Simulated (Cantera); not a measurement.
A closed system holds: 1 mol Cu2O, 190 mol H2, 1.2 mol N2, equilibrated at 1148.15 K and 500000 Pa.

Method: chemical equilibrium by Gibbs-energy minimisation in Cantera with the NASA 1993 tables (ideal gas, pure condensed phases). Candidate condensed phases: Cu, CuO, Cu(OH)2, Cu2O, H2O; 27 gas species. Equilibrium is a limit: real reactors are often held back by kinetics, nucleation or transport.

Question: What is the equilibrium state?

Answer: 
```
Quantity                                   Value
-------------------------------------  ---------
x(H2)                                      0.988
x(N2)                                    0.00623
x(H2O)                                   0.00523
x(NH3)                                   9.55e-5
n(Cu(s))                                2.00 mol
gas amount                             191.2 mol
log10 activity of Cu(OH)2(s) (absent)     -13.19
```
